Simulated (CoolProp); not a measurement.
Computed with CoolProp (reference Helmholtz-energy equation of state, Zhou 2014).

Problem. For cyclohexane, give the phase and the density (kg/m³), cp (kJ/(kg K)), cv (kJ/(kg K)), isothermal compressibility (1/MPa) at 195.55 °C and 32 bar.

Solution. 
- 195.55 °C and 32 bar: liquid; density 593, cp 2.78, cv 2.14, isothermal compressibility 0.00717
